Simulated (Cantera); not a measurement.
A Cantera script and what it prints.

```python
import numpy as np
import cantera as ct

gas_names = """
    C CO CO2 C2 C2O C3 C3O2 C4 C5 Mg MgO Mg2 O O2 O3
""".split()
cond_names = """
    C(gr) Mg(cr) Mg(L) MgCO3(s) MgO(s) MgO(L)
""".split()


# ... load() reads the species with a 1 bar reference pressure and builds the phases ...
atoms = {
    'MgCO3': {'Mg': 1, 'C': 1, 'O': 3},
    'C': {'C': 1},
    'O2': {'O': 2},
}
top_T = {'C(gr)': 4500}  # K; cautious upper limits of use, not melting points


# ... equilibrate(T, P, feed) seeds the gas with the atoms and calls Mixture.equilibrate('TP', solver="vcs", rtol=1e-11, max_steps=5000) ...
results = []
feed = {'MgCO3': 1, 'C': 0.055, 'O2': 0.026}  # mol
T = 2223.15  # K
P = 2400  # Pa
mix = equilibrate(T, P, feed)
results.append((T, P, feed, dict(zip(mix.species_names, mix.species_moles))))
x = sorted(zip(gas.X, gas.species_names), reverse=True)
print(f"T = {T:g} K  P = {P:g} Pa  gas = {mix.phase_moles(0):.4g} mol")
print("   x: " + "  ".join(f"{s} {v:.3e}" for v, s in x if v > 1e-06))
print("   condensed (mol): " + ("  ".join(f"{mix.phase(i).name} {mix.phase_moles(i):.4g}"
      for i in range(1, mix.n_phases) if mix.phase_moles(i) > 1e-12) or "none"))
```

It prints:

```
T = 2223.15 K  P = 2400 Pa  gas = 1.118 mol
   x: CO2 7.856e-01  CO 1.582e-01  O2 5.110e-02  O 4.564e-03  Mg 4.151e-04  MgO 4.427e-05
   condensed (mol): MgO(s) 0.9995
```

Equilibrium computed with Cantera from the NASA thermochemical tables; the gas is ideal and each condensed phase is pure.
